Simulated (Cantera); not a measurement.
A closed system holds: 1 mol SiHCl3, 11 mol NH3, held at 0.203 Torr.

Method: chemical equilibrium by Gibbs-energy minimisation in Cantera with the NASA 1993 tables (ideal gas, pure condensed phases). Candidate condensed phases: NH4Cl, Si, Si3N4; 28 gas species. Gases not in the tables: Si2H6 and higher silanes. Rates play no part.

Q: Which condensed phases are stable at each of these points (T (K)): 1173, 1223, 1273, 1323, 1373, 1423, 1473, 1523, 1573, 1623, 1673, 1723, 1773, 1823?

A: 
```json
[
 {"T (K)": "1173", "condensed phases": "Si3N4(s)", "Si condensed (%)": "99.4"},
 {"T (K)": "1223", "condensed phases": "Si3N4(s)", "Si condensed (%)": "98.5"},
 {"T (K)": "1273", "condensed phases": "Si3N4(s)", "Si condensed (%)": "96.1"},
 {"T (K)": "1323", "condensed phases": "Si3N4(s)", "Si condensed (%)": "90.9"},
 {"T (K)": "1373", "condensed phases": "Si3N4(s)", "Si condensed (%)": "81.6"},
 {"T (K)": "1423", "condensed phases": "Si3N4(s)", "Si condensed (%)": "67.9"},
 {"T (K)": "1473", "condensed phases": "Si3N4(s)", "Si condensed (%)": "51.2"},
 {"T (K)": "1523", "condensed phases": "Si(s)", "Si condensed (%)": "37.4"},
 {"T (K)": "1573", "condensed phases": "Si(s)", "Si condensed (%)": "36.1"},
 {"T (K)": "1623", "condensed phases": "Si(s)", "Si condensed (%)": "34.2"},
 {"T (K)": "1673", "condensed phases": "Si(s)", "Si condensed (%)": "30.8"},
 {"T (K)": "1723", "condensed phases": "Si(l)", "Si condensed (%)": "26.1"},
 {"T (K)": "1773", "condensed phases": "Si(l)", "Si condensed (%)": "16.5"},
 {"T (K)": "1823", "condensed phases": "gas only", "Si condensed (%)": "0.0"}
]
```

From 1173 K to 1473 K the condensed part is Si3N4(s). From 1523 K to 1673 K the condensed part is Si(s). From 1723 K to 1773 K the condensed part is Si(l). At 1823 K nothing is condensed.
